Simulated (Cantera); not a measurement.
Input (Python, Cantera) and output of one run.

```python
import numpy as np
import cantera as ct

gas_names = """
    CL CL2 H HCL H2 Si SiCL SiCL2 SiCL3 SiCL4 SiH SiHCL3 SiH2 SiH2CL2 SiH3 SiH3CL SiH4 Si2 Si3
""".split()
cond_names = """
    Si(cr) Si(L)
""".split()


def load(file, names, dense=False):
    # The tables refer to 1 bar. Condensed volumes are neglected.
    table = {s.name: s for s in ct.Species.list_from_file(file)}
    out = []
    for n in names:
        d = dict(table[n].input_data)
        d["thermo"] = dict(d["thermo"], **{"reference-pressure": 1e5})
        if dense:
            d["equation-of-state"] = {"model": "constant-volume", "density": "1e6 g/cm^3"}
        out.append(ct.Species.from_dict(d))
    return out


gas = ct.Solution(thermo="ideal-gas", species=load("nasa_gas.yaml", gas_names))
cond = {s.name: ct.Solution(thermo="fixed-stoichiometry", species=[s], name=s.name)
        for s in load("nasa_condensed.yaml", cond_names, dense=True)}
atoms = {
    'SiHCl3': {'Si': 1, 'H': 1, 'CL': 3},
    'HCl': {'H': 1, 'CL': 1},
    'H2': {'H': 2},
}
top_T = {}  # K; cautious upper limits of use, not melting points


def equilibrate(T, P, feed):
    n = {}
    for name, mol in feed.items():
        for a, k in atoms[name].items():
            n[a] = n.get(a, 0.0) + k * mol
    gas.TPX = T, P, n
    mass = sum(n.values()) * gas.mean_molecular_weight
    gas.equilibrate("TP")
    valid = [c for c in cond.values() if c.min_temp <= T <= top_T.get(c.name, c.max_temp)]
    mix = ct.Mixture([(gas, mass / gas.mean_molecular_weight)] + [(c, 0.0) for c in valid])
    mix.T, mix.P = T, P
    mix.equilibrate("TP", solver="vcs", rtol=1e-11, max_steps=5000)
    return mix


results = []
feed = {'SiHCl3': 1, 'HCl': 0.039, 'H2': 220}  # mol
T = 1475  # K
P = 13332.2  # Pa
mix = equilibrate(T, P, feed)
results.append((T, P, feed, dict(zip(mix.species_names, mix.species_moles))))
print(gas.report(threshold=1e-05))
for i in range(1, mix.n_phases):
    print(f"{mix.phase(i).name:16s} {mix.phase_moles(i):12.5e} mol")
```

Result:

```
       temperature   1475 K
          pressure   13332 Pa
           density   0.0027201 kg/m^3
  mean mol. weight   2.5021 kg/kmol
   phase of matter   gas

                          1 kg             1 kmol
                     ---------------   ---------------
          enthalpy        1.3711e+07        3.4307e+07  J
   internal energy          8.81e+06        2.2044e+07  J
           entropy             78548        1.9653e+05  J/K
    Gibbs function       -1.0215e+08       -2.5558e+08  J
 heat capacity c_p             12906             32293  J/K
 heat capacity c_v            9583.3             23978  J/K

                      mass frac. Y      mole frac. X     chem. pot. / RT
                     ---------------   ---------------   ---------------
                 H        1.4215e-05        3.5285e-05           -10.291
               HCL           0.18406          0.012632           -39.266
                H2            0.7951           0.98681           -20.582
             SiCL2          0.020142        0.00050914           -62.494
     [  +15 minor]        0.00068473         1.517e-05

Si(cr)            8.83662e-01 mol
```

These are equilibrium values from Cantera (NASA tables, ideal gas, pure condensed phases), not measurements of a reactor.
